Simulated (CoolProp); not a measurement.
A simple Rankine cycle with R21: condensing at 317.15 K, boiler at 4.22 MPa, turbine inlet 443.2 K, turbine efficiency 0.9, pump efficiency 0.6, no recuperator. Each further row changes one setting.

Values from CoolProp's reference Helmholtz-energy equation of state, Platzer 1990. This equation is an older, rougher fit; its heat capacities, sound speeds and derivatives of the liquid may be far off and weren't checked against measurements.

| case | thermal efficiency (%) | net work (kJ/kg) | heat in (kJ/kg) | turbine exit temperature (K) | volume ratio over the turbine |
|---|---|---|---|---|---|
| as stated | 18.1 | 44.7 | 247 | 317.1 | 13.8 |
| turbine inlet 463.2 K | 19.0 | 52.1 | 274 | 321.8 | 12.1 |
| condensing temperature 309.15 K | 19.3 | 49.3 | 255 | 309.2 | 17.3 |
| boiler pressure 2.95 MPa | 17.3 | 47.4 | 274 | 328.7 | 8.17 |
| turbine efficiency 0.8 | 15.9 | 39.2 | 247 | 317.1 | 14.1 |

The expansion ends wet for: as stated; condensing temperature 309.15 K; turbine efficiency 0.8.
